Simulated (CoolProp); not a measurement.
Vapour-liquid equilibrium of isobutene (1) + n-octane (2) at 1.15 bar; x and y are mole fractions of (1).

Model: multi-fluid Helmholtz-energy mixture model, Lemmon 2005 and Beckmüller 2019; pair parameters Bell 2016, in CoolProp.

| x | bubble temperature, mixture model (K) | bubble temperature, Raoult's law (K) | y, mixture model | y, Raoult's law |
|---|---|---|---|---|
| 0.05 | 371.7 | 366.1 | ___ | 0.694 |
| 0.125 | 340.4 | 336.1 | 0.885 | 0.910 |
| 0.2 | 322.2 | 319.3 | 0.951 | 0.961 |
| 0.275 | 310.5 | 308.3 | ___ | 0.980 |
| 0.35 | 301.9 | 300.2 | 0.985 | 0.988 |
| 0.425 | 295.4 | 294.0 | 0.991 | 0.993 |
| 0.5 | 290.1 | 289.0 | 0.994 | 0.995 |
| 0.575 | 285.6 | 284.8 | 0.996 | 0.997 |
| 0.65 | ___ | 281.3 | 0.997 | 0.998 |
| 0.725 | 278.6 | 278.1 | 0.998 | 0.999 |
| 0.8 | 275.7 | 275.4 | 0.999 | 0.999 |
| 0.875 | 273.1 | 273.0 | 0.999 | 1.000 |
| 0.95 | 270.8 | 270.8 | 1.000 | 1.000 |

**Question.** Complete the blanks.

**Answer.** 
- 0.05, y, mixture model: 0.617
- 0.275, y, mixture model: 0.975
- 0.65, bubble temperature, mixture model (K): 281.8

The largest gap from Raoult's law is +5.6 K in bubble temperature, at x = 0.05. No azeotrope shows between x = 0.05 and 0.95.

Pair parameters are fitted to limited data, so mixtures are less certain than the pure fluids.
